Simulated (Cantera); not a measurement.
Feed: 1 mol V, 0.3 mol NH3, 35 mol N2, equilibrated at 150 Pa.

These are equilibrium values from Cantera (NASA tables, ideal gas, pure condensed phases), not measurements of a reactor. Candidate condensed phases: V, VN; 11 gas species. VN: taken at fixed stoichiometry. Condensed phases not in the tables: V2N, N, O or C dissolved in the metal. Rates play no part.

x: gas mole fraction; n: condensed amount in mol.

```csv
T (K),x N2,x V,x H2,x H,x VN,n VN(s),n V(s)
1873,0.986,9.73e-5,0.0119,___,5.91e-9,0.997,0
1898,0.986,0.000178,0.0117,___,1.08e-8,0.994,0
1923,0.986,0.000320,0.0115,___,1.94e-8,0.989,0
1948,0.985,0.000566,0.0112,___,3.44e-8,0.980,0
1973,0.984,0.000988,0.0110,___,6.01e-8,0.965,0
1998,0.984,0.00149,0.0105,___,9.07e-8,0,0.947
2023,0.983,0.00217,0.0101,___,1.32e-7,0,0.923
2048,0.981,0.00312,0.00972,___,1.90e-7,0,0.888
2073,0.980,0.00445,0.00927,___,2.71e-7,0,0.840
2098,0.977,0.00630,0.00879,___,3.83e-7,0,0.773
2123,0.974,0.00884,0.00826,___,5.36e-7,0,0.681
2148,0.971,0.0123,0.00770,___,7.44e-7,0,0.555
```

Q: What belongs in the gaps?

A: 
- 1873, x H: 0.00182
- 1898, x H: 0.00218
- 1923, x H: 0.00261
- 1948, x H: 0.00309
- 1973, x H: 0.00365
- 1998, x H: 0.00424
- 2023, x H: 0.00493
- 2048, x H: 0.00570
- 2073, x H: 0.00654
- 2098, x H: 0.00745
- 2123, x H: 0.00842
- 2148, x H: 0.00944
